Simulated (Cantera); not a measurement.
Input (Python, Cantera):

```python
import numpy as np
import cantera as ct

gas = ct.Solution("h2o2.yaml")
gas.TPX = 575, 360000, {'H2': 1, 'O2': 0.357, 'N2': 1.04}
flame = ct.FreeFlame(gas, width=0.016)
flame.set_refine_criteria(ratio=3, slope=0.08, curve=0.16)
flame.transport_model = "mixture-averaged"
flame.solve(loglevel=0, auto=True)
flame.transport_model = "multicomponent"
flame.soret_enabled = True
flame.solve(loglevel=0, refine_grid=True)
z, T = flame.grid, flame.T
thick = (T[-1] - T[0]) / np.gradient(T, z).max()
show = ['H2', 'O2', 'O', 'H2O', 'HO2', 'OH']
print(f"laminar burning velocity  {flame.velocity[0] * 100:.3f} cm/s")
print(f"burnt temperature         {T[-1]:.1f} K")
print(f"thermal thickness         {thick * 1e3:.4f} mm")
print(f"grid points               {len(z)}")
z0 = z[flame.heat_release_rate.argmax()]
print(f"{'z/mm':>9s}{'T/K':>9s}{'u/(m/s)':>9s}" + "".join(f"{s:>11s}" for s in show))
rows = []
for k in (-3, -2, -1.5, -1, -0.5, -0.25, 0, 0.25, 0.5, 1, 2, 4, 8):
    zz = z0 + k * thick
    rows.append([k * thick, np.interp(zz, z, T), np.interp(zz, z, flame.velocity),
                 *(np.interp(zz, z, flame.X[gas.species_index(s)]) for s in show)])
    print(f"{rows[-1][0] * 1e3:9.3f}{rows[-1][1]:9.1f}{rows[-1][2]:9.3f}" + "".join(f"{x:11.3e}" for x in rows[-1][3:]))
```

Output:

```
laminar burning velocity  983.242 cm/s
burnt temperature         2674.2 K
thermal thickness         0.0793 mm
grid points               113
     z/mm      T/K  u/(m/s)         H2         O2          O        H2O        HO2         OH
   -0.238    575.0    9.832  4.172e-01  1.489e-01  3.554e-14  6.563e-12  2.499e-12  1.059e-15
   -0.159    575.0    9.832  4.172e-01  1.489e-01  3.001e-12  3.417e-10  1.641e-10  8.939e-14
   -0.119    575.0    9.832  4.172e-01  1.489e-01  1.102e-10  9.370e-09  5.666e-09  3.290e-12
   -0.079    575.1    9.828  4.168e-01  1.490e-01  9.825e-09  7.485e-07  6.558e-07  4.204e-10
   -0.040    597.7    9.997  4.021e-01  1.521e-01  7.588e-06  7.432e-04  3.874e-04  4.060e-05
   -0.020    871.7   13.997  3.568e-01  1.474e-01  4.037e-04  2.452e-02  6.649e-04  1.331e-03
    0.000   1379.2   21.556  2.580e-01  1.031e-01  4.450e-03  1.189e-01  2.804e-04  4.467e-03
    0.020   1738.1   26.917  1.618e-01  4.152e-02  8.072e-03  2.306e-01  1.037e-04  1.109e-02
    0.040   1915.7   29.503  1.292e-01  1.649e-02  7.974e-03  2.758e-01  3.859e-05  1.529e-02
    0.079   2089.5   31.891  1.237e-01  7.456e-03  6.583e-03  2.951e-01  1.609e-05  1.767e-02
    0.159   2259.7   34.109  1.273e-01  4.776e-03  4.552e-03  3.063e-01  9.260e-06  1.748e-02
    0.317   2413.1   36.020  1.301e-01  2.853e-03  2.694e-03  3.179e-01  5.106e-06  1.541e-02
    0.635   2534.0   37.470  1.318e-01  1.503e-03  1.400e-03  3.283e-01  2.540e-06  1.226e-02
```

Cantera simulation using the H2/O2 subset of GRI-Mech 3.0, which has no nitrogen chemistry; the numbers are that mechanism's predictions, not measurements. The hydrogen kinetics of GRI-Mech 3.0 are dated; newer H2 mechanisms differ, most at raised pressure. Burning velocities carry a grid error of a few per cent, more on coarse grids.
